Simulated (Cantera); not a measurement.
Charge: 1 mol Si(CH3)4, 2.2 mol CH4, 530 mol H2, equilibrated at 2323 K.

Cantera equilibrium calculation (NASA polynomials, part measured and part estimated; ideal gas, pure solids and liquids). Candidate condensed phases: C, C6H6, C7H8, C8H18, Si, SiC; 87 gas species. Gases not in the tables: Si2H6 and higher silanes. Kinetics and transport are ignored.

Question: What share of the Si ends up in condensed phases as a function of P (Pa), at 100, 240, 560, 1300, 3200, 7500, 18000, 42000, 100000?

Answer: 
```csv
P (Pa),Si condensed (%),as
100,0.0,-
240,0.0,-
560,0.0,-
1300,0.0,-
3200,0.0,-
7500,0.0,-
18000,17.4,SiC(s)
42000,60.6,SiC(s)
100000,79.9,SiC(s)
```
